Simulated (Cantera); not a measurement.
A perfectly stirred reactor is fed with CH4 : O2 : N2 = 1 : 3.28 : 20 (molar parts), at 760 Torr; it is adiabatic with a 748 K inlet, and is followed from long to short residence time, starting on the burning branch (τ in s: 0.41, 0.14, 0.05, 0.018, 0.0062, 0.0022, 0.00076, 0.00027, 9.3e-05).

Detailed kinetics in Cantera: GRI-Mech 3.0 (53 species, 325 reactions).

Q: Predict: blow-out, bracketed by the residence times tried; x(CH4) at τ = 0.410 s; x(O2) at τ = 0.410 s; x(H) at τ = 0.410 s; x(H2O) at τ = 0.410 s; x(CH4) at τ = 6.20 ms; x(O2) at τ = 6.20 ms; x(CH2CO) at τ = 6.20 ms; x(H) at τ = 6.20 ms; x(H2O) at τ = 6.20 ms.

A: 
| Property | Value |
|---|---|
| blow-out, bracketed by the residence times tried | burning at 0.270 ms, out at 93.0 µs |
| x(CH4) at τ = 0.410 s | 4.98e-6 |
| x(O2) at τ = 0.410 s | 0.0526 |
| x(H) at τ = 0.410 s | 4.62e-6 |
| x(H2O) at τ = 0.410 s | 0.0821 |
| x(CH4) at τ = 6.20 ms | 7.15e-5 |
| x(O2) at τ = 6.20 ms | 0.0533 |
| x(CH2CO) at τ = 6.20 ms | 1.49e-8 |
| x(H) at τ = 6.20 ms | 0.000228 |
| x(H2O) at τ = 6.20 ms | 0.0806 |
